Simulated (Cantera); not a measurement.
Charge: 1 mol C3H6, 0.035 mol NH3, equilibrated at 1477 °C and 88.0 bar.

Cantera equilibrium calculation (NASA polynomials, part measured and part estimated; ideal gas, pure solids and liquids). The ideal-gas law is rough above about 30 bar. The numbers say what is thermodynamically allowed, not how fast it happens.

```csv
species,before,after
H2,0.924,0.968
CH4,0.0687,0.0206
N2,0.00581,0.00459
C2H2 (acetylene),0.000106,0.00284
H,2.38e-5,0.000679
HNC,1.18e-5,0.000178
C3H4 (propyne),9.14e-7,1.19e-5
CH3,3.59e-5,0.000275
HCN,0.000350,0.00218
C2H6,4.02e-5,9.76e-6
"C(graphite), mol",2.80,2.91
```
Gas species are given as mole fractions.

**Question.** What was changed between the two runs?
(A) NH3 from 0.035 to 0.045 mol
(B) temperature from 1477 °C to 1077 °C
(C) NH3 from 0.035 to 0.074 mol
(D) temperature from 1477 °C to 1952 °C

**Answer.** D, temperature from 1477 °C to 1952 °C
